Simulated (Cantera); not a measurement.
Feed: 1 mol Cr2O3, 2900 mol H2, 8.4 mol N2, equilibrated at 1.00 bar.

Equilibrium computed with Cantera from the NASA thermochemical tables; the gas is ideal and each condensed phase is pure. Candidate condensed phases: Cr, CrN, Cr2N, Cr2O3, H2O; 29 gas species. Mutual solubility and eutectic melting of coexisting phases are not modelled. The numbers say what is thermodynamically allowed, not how fast it happens.

**Question.** What share of the Cr ends up in condensed phases as a function of T (K), at 1425, 1475, 1525, 1575, 1625, 1675, 1725, 1775, 1825, 1875, 1925, 1975?

**Answer.** 
| T (K) | Cr condensed (%) | as |
|---|---|---|
| 1425 | 100.0 | Cr(s) + Cr2O3(s) |
| 1475 | 100.0 | Cr(s) |
| 1525 | 99.9 | Cr(s) |
| 1575 | 99.6 | Cr(s) |
| 1625 | 99.1 | Cr(s) |
| 1675 | 98.0 | Cr(s) |
| 1725 | 95.5 | Cr(s) |
| 1775 | 90.5 | Cr(s) |
| 1825 | 80.9 | Cr(s) |
| 1875 | 63.0 | Cr(s) |
| 1925 | 30.7 | Cr(s) |
| 1975 | 0.0 | - |
